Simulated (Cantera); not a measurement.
## Premixed flame

A freely propagating, adiabatic, planar premixed flame of 45.7 % H₂, 11.4 % O₂, 42.9 % N₂, unburnt at 373 K and 0.133 bar; mixture-averaged transport, grid criteria slope 0.08 and curve 0.16, no radiation.

Cantera simulation using the H2/O2 subset of GRI-Mech 3.0, which has no nitrogen chemistry; the numbers are that mechanism's predictions, not measurements. Burning velocities carry a grid error of a few per cent, more on coarse grids.

```csv
z (mm),T (K),u (m/s),x H₂,x O₂,x HO₂,x H,x OH,x H₂O
-16.1,373,3.28,0.457,0.114,<1e-8,<1e-8,<1e-8,<1e-8
-10.8,373,3.28,0.457,0.114,<1e-8,<1e-8,<1e-8,<1e-8
-8.07,373,3.28,0.457,0.114,<1e-8,<1e-8,<1e-8,<1e-8
-5.38,373,3.28,0.457,0.114,<1e-8,<1e-8,<1e-8,<1e-8
-2.69,383,3.36,0.455,0.114,8.25e-5,6.17e-5,3.18e-5,0.000280
-1.35,621,5.34,0.423,0.108,4.30e-5,0.00995,0.000447,0.0189
0,1037,8.66,0.298,0.0659,1.26e-5,0.0695,0.00135,0.111
1.35,1282,10.7,0.199,0.00892,1.63e-6,0.112,0.00231,0.221
2.69,1372,11.3,0.191,0.00128,2.16e-7,0.110,0.00249,0.237
5.38,1470,12.1,0.199,0.000727,1.11e-7,0.0971,0.00300,0.239
10.8,1582,12.9,0.208,0.000600,8.35e-8,0.0813,0.00348,0.241
21.5,1699,13.7,0.219,0.000436,5.79e-8,0.0644,0.00369,0.244
43.0,1810,14.5,0.229,0.000273,3.72e-8,0.0481,0.00351,0.247
```
x: mole fraction of selected species; z is measured from the peak of heat release.

| Item | Result |
|---|---|
| laminar burning velocity | 328 cm/s |
| thermal thickness | 5.38 mm |
| peak x(HO₂) | 0.000104 |
| peak x(H) | 0.113 |
| peak x(OH) | 0.00369 |
| grid points | 140 |
